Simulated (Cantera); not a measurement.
Input: 1 mol SiCl4, 2.6 mol HCl, 0.99 mol H2, at 1298.15 K and 0.133 bar.

Equilibrium computed with Cantera from the NASA thermochemical tables; the gas is ideal and each condensed phase is pure. The tables' values for SiCl3 are old estimates; treat these amounts as uncertain. The numbers say what is thermodynamically allowed, not how fast it happens.

```
species   before     after
-------  -------  --------
HCl        0.576     0.574
H2         0.207     0.209
SiCl4      0.206     0.209
SiCl3    0.00660   0.00437
SiCl2    0.00126  0.000545
SiHCl3   0.00333   0.00344
```
Gas species are given as mole fractions.

Task: What was changed between the two runs?
A) H2 from 0.99 to 0.35 mol
B) temperature from 1298.15 K to 1373.15 K
C) temperature from 1298.15 K to 625 K
D) pressure from 0.133 bar to 0.320 bar

Result: D, pressure from 0.133 bar to 0.320 bar
